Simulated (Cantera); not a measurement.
A freely propagating, adiabatic, planar premixed flame of H2 : O2 : N2 = 1 : 0.455 : 1.71 (molar parts), equivalence ratio 1.1, unburnt at 425 K and 8.88 atm; mixture-averaged transport, grid criteria slope 0.08 and curve 0.16, no radiation.

Cantera simulation using the H2/O2 subset of GRI-Mech 3.0, which has no nitrogen chemistry; the numbers are that mechanism's predictions, not measurements. The hydrogen kinetics of GRI-Mech 3.0 are dated; newer H2 mechanisms differ, most at raised pressure. Burning velocities carry a grid error of a few per cent, more on coarse grids.

How do the results move with these cheaper or finer settings: unity-Lewis-number transport; multicomponent transport; multicomponent+Soret transport; grid criteria slope 0.5, curve 1; grid criteria slope 0.25, curve 0.5; grid criteria slope 0.03, curve 0.06?


```csv
setting,laminar burning velocity,thermal thickness,peak x(O),peak x(OH),grid points
as above,356 cm/s,0.0263 mm,0.00479,0.0141,111
unity-Lewis-number transport,289 cm/s,0.0246 mm,0.00515,0.0143,111
multicomponent transport,353 cm/s,0.0260 mm,0.00476,0.0140,111
multicomponent+Soret transport,319 cm/s,0.0260 mm,0.00474,0.0140,111
"grid criteria slope 0.5, curve 1",365 cm/s,0.0319 mm,0.00533,0.0147,42
"grid criteria slope 0.25, curve 0.5",359 cm/s,0.0287 mm,0.00488,0.0143,52
"grid criteria slope 0.03, curve 0.06",355 cm/s,0.0255 mm,0.00468,0.0138,255
```
Unity Lewis numbers drop preferential diffusion, which matters most where H2 and H carry the flame; Soret adds thermal diffusion.
